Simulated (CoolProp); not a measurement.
Vapour-liquid equilibrium of R125 (1) + R236EA (2) at 2.69 bar; x and y are mole fractions of (1).

Computed with CoolProp (multi-fluid Helmholtz-energy mixture model, Lemmon 2005 and Rui 2013; pair parameters Bell 2016).

```
x     bubble temperature, mixture model (°C)  bubble temperature, Raoult's law (°C)  y, mixture model  y, Raoult's law
----  --------------------------------------  -------------------------------------  ----------------  ---------------
0.05                                       …                                   25.5                 …            0.260
0.15                                    14.4                                   13.9             0.533            0.566
0.25                                     5.5                                    5.1             0.702            0.730
0.35                                    -1.4                                   -1.8                 …            0.825
0.45                                    -7.0                                   -7.3             0.866            0.884
0.55                                       …                                  -11.9             0.909            0.924
0.65                                   -15.5                                  -15.8             0.940            0.951
0.75                                   -18.9                                  -19.2                 …            0.970
0.85                                       …                                  -22.1             0.980            0.985
0.95                                   -24.6                                  -24.7             0.994            0.996
```

### Question
What belongs in the gaps?

### Answer

- 0.05, bubble temperature, mixture model (°C): 25.9
- 0.05, y, mixture model: 0.233
- 0.35, y, mixture model: 0.802
- 0.55, bubble temperature, mixture model (°C): -11.6
- 0.75, y, mixture model: 0.963
- 0.85, bubble temperature, mixture model (°C): -21.9

The largest gap from Raoult's law is +0.5 K in bubble temperature, at x = 0.15. No azeotrope shows between x = 0.05 and 0.95.

Pair parameters are fitted to limited data, so mixtures are less certain than the pure fluids.
